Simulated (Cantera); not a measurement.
Thermodynamics of tantalum, niobium, vanadium and zirconium in process gases, feed Nb + H2O

Feed: 1 mol Nb, a varied amount of H2O, at 2075 K and 2.70 mbar.

Equilibrium computed with Cantera from the NASA thermochemical tables; the gas is ideal and each condensed phase is pure. Candidate condensed phases: H2O, Nb, NbO, NbO2, Nb2O5; 12 gas species. Mutual solubility and eutectic melting of coexisting phases are not modelled. NbO: taken at fixed stoichiometry. Condensed phases not in the tables: the oxides between NbO2 and Nb2O5. Kinetics and transport are ignored.

```json
[
 {"n(H2O) (mol)": "1.5", "log p H2": "-2.60", "log p H2O": "-4.42", "log p H": "-3.87", "log p OH": "-6.63", "n NbO(s)": "0.522", "n NbO2(s)": "0.470", "n Nb2O5(l)": "0"},
 {"n(H2O) (mol)": "3.1", "log p H2": "-2.69", "log p H2O": "-3.29", "log p H": "-3.92", "log p OH": "-5.47", "n NbO(s)": "0", "n NbO2(s)": "0", "n Nb2O5(l)": "0.493"},
 {"n(H2O) (mol)": "4.7", "log p H2": "-2.87", "log p H2O": "-2.91", "log p H": "-4.01", "log p OH": "-4.99", "n NbO(s)": "0", "n NbO2(s)": "0", "n Nb2O5(l)": "0.495"},
 {"n(H2O) (mol)": "6.3", "log p H2": "-2.99", "log p H2O": "-2.80", "log p H": "-4.07", "log p OH": "-4.82", "n NbO(s)": "0", "n NbO2(s)": "0", "n Nb2O5(l)": "0.495"},
 {"n(H2O) (mol)": "7.8", "log p H2": "-3.09", "log p H2O": "-2.75", "log p H": "-4.12", "log p OH": "-4.72", "n NbO(s)": "0", "n NbO2(s)": "0", "n Nb2O5(l)": "0.494"},
 {"n(H2O) (mol)": "9.4", "log p H2": "-3.16", "log p H2O": "-2.72", "log p H": "-4.16", "log p OH": "-4.65", "n NbO(s)": "0", "n NbO2(s)": "0", "n Nb2O5(l)": "0.494"},
 {"n(H2O) (mol)": "11", "log p H2": "-3.23", "log p H2O": "-2.70", "log p H": "-4.19", "log p OH": "-4.60", "n NbO(s)": "0", "n NbO2(s)": "0", "n Nb2O5(l)": "0.494"},
 {"n(H2O) (mol)": "13", "log p H2": "-3.30", "log p H2O": "-2.68", "log p H": "-4.22", "log p OH": "-4.55", "n NbO(s)": "0", "n NbO2(s)": "0", "n Nb2O5(l)": "0.493"},
 {"n(H2O) (mol)": "14", "log p H2": "-3.33", "log p H2O": "-2.67", "log p H": "-4.24", "log p OH": "-4.52", "n NbO(s)": "0", "n NbO2(s)": "0", "n Nb2O5(l)": "0.493"},
 {"n(H2O) (mol)": "16", "log p H2": "-3.38", "log p H2O": "-2.66", "log p H": "-4.26", "log p OH": "-4.49", "n NbO(s)": "0", "n NbO2(s)": "0", "n Nb2O5(l)": "0.492"},
 {"n(H2O) (mol)": "17", "log p H2": "-3.40", "log p H2O": "-2.66", "log p H": "-4.28", "log p OH": "-4.47", "n NbO(s)": "0", "n NbO2(s)": "0", "n Nb2O5(l)": "0.492"}
]
```
log p: log10 of the partial pressure in bar; n: condensed amount in mol.

At 1.5 mol H2O the condensed part is NbO(s) + NbO2(s). From 3.1 mol H2O to 17 mol H2O the condensed part is Nb2O5(l). The main Nb-bearing gas is NbO2 throughout.
